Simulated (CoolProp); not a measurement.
Octamethylcyclotetrasiloxane (D4) along the isotherm 620 K: Z from the reference equation and from simpler models built on Tc = 586.5 K, pc = 1.347 MPa, ω = 0.598; each cubic takes its own stable root.

Computed with CoolProp (reference Helmholtz-energy equation of state, Thol 2015).

```csv
p (MPa),phase,reference
0.0421,gas,0.9911
0.0842,gas,0.9821
0.126,gas,0.9730
0.168,gas,0.9638
0.211,gas,0.9543
0.253,gas,0.9449
0.295,gas,0.9354
0.337,gas,0.9257
0.379,gas,0.9160
0.421,gas,0.9061
0.463,gas,0.8961
0.505,gas,0.8860
0.547,gas,0.8757
0.589,gas,0.8653
0.632,gas,0.8545
0.674,gas,0.8438
```

Task: How far does each simpler model (Pitzer virial, van der Waals, Peng-Robinson) lie from the reference over these 16 states: mean and median of the absolute difference, and the worst?

Result: 
- Pitzer virial: mean 0.5 %, median 0.4 %, worst +1.6 % at 620 K and 0.674 MPa
- van der Waals: mean 0.6 %, median 0.7 %, worst +1.1 % at 620 K and 0.674 MPa
- Peng-Robinson: mean 0.6 %, median 0.6 %, worst -1.0 % at 620 K and 0.674 MPa
